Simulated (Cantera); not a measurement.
A closed system holds: 1 mol Pb, 1.5 mol O2, 0.47 mol H2, equilibrated at 750 K and 97.0 Pa.

Method: chemical equilibrium by Gibbs-energy minimisation in Cantera with the NASA 1993 tables (ideal gas, pure condensed phases). Candidate condensed phases: H2O, Pb, PbO, PbO2, Pb3O4; 12 gas species. Kinetics and transport are ignored.

Base state: O2 0.619, H2O 0.381 (mole fractions); condensed: PbO(red).

What changes in the equilibrium state with this change: temperature from 750 K to 1598 K?


```
species         before     after
-------------  -------  --------
O2               0.619     0.386
PbO            4.32e-9     0.282
H2O              0.381     0.195
Pb               <1e-9     0.135
OH             2.49e-9   0.00161
O                <1e-9  0.000282
H2               <1e-9   6.53e-5
H                <1e-9   1.38e-5
PbO(red), mol     1.00         0
```
Gases not in the tables: (PbO)n polymers.
